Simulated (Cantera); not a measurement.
# Gas-phase reforming

An isothermal, constant-pressure homogeneous reactor starts with 19.6 % CH4, 51.0 % CO2, 29.4 % H2, at 1350 K and 1.50 bar.

Computed with Cantera and GRI-Mech 3.0 (53 species, 325 reactions).

```
t (s)     x CH4  x CO2   x H2     x HCO    x CH2O
--------  -----  -----  -----  --------  --------
6.00e-6   0.196  0.510  0.294    <1e-12    <1e-12
2.69e-5   0.196  0.510  0.294    <1e-12    <1e-12
0.000121  0.196  0.510  0.294    <1e-12  9.20e-12
0.000543  0.196  0.510  0.294    <1e-12  7.10e-10
0.00244   0.196  0.510  0.294    <1e-12   1.67e-8
0.0110    0.196  0.509  0.294  3.02e-12   6.97e-8
0.0492    0.196  0.508  0.292  9.93e-12   1.04e-7
0.221     0.195  0.499  0.285  3.58e-11   1.11e-7
0.992     0.190  0.464  0.256  1.38e-10   1.33e-7
4.45      0.167  0.353  0.175  3.77e-10   2.22e-7
20.0      0.103  0.229  0.145  7.43e-10   3.36e-7
```
x: mole fraction; the columns are a selection and need not sum to one.

Equilibrium at this temperature and pressure: CH4 9.59e-6, CO2 0.0853, H2 0.353, HCO 2.30e-9, CH2O 1.03e-7 (gas phase only).
